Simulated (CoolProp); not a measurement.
Fluorine at several states: Z from the reference equation and from simpler models built on Tc = -128.7 °C, pc = 5240 kPa, ω = 0.045; each cubic takes its own stable root.

Model: reference Helmholtz-energy equation of state, de Reuck 1990, in CoolProp.

```json
[
 {"T (°C)": "-172.95", "p (kPa)": "3490", "phase": "liquid", "reference": "0.1136", "van der Waals": "0.1641", "Soave-Redlich-Kwong": "0.1141"},
 {"T (°C)": "-42.45", "p (kPa)": "7450", "phase": "supercritical", "reference": "0.9091", "van der Waals": "0.8773", "Soave-Redlich-Kwong": "0.9168"},
 {"T (°C)": "-127.95", "p (kPa)": "10.5", "phase": "gas", "reference": "0.9994", "van der Waals": "0.9994", "Soave-Redlich-Kwong": "0.9993"},
 {"T (°C)": "-213.65", "p (kPa)": "9020", "phase": "liquid", "reference": "0.4122", "van der Waals": "0.5999", "Soave-Redlich-Kwong": "0.4106"},
 {"T (°C)": "-45.45", "p (kPa)": "35.4", "phase": "gas", "reference": "0.9995", "van der Waals": "0.9994", "Soave-Redlich-Kwong": "0.9995"}
]
```
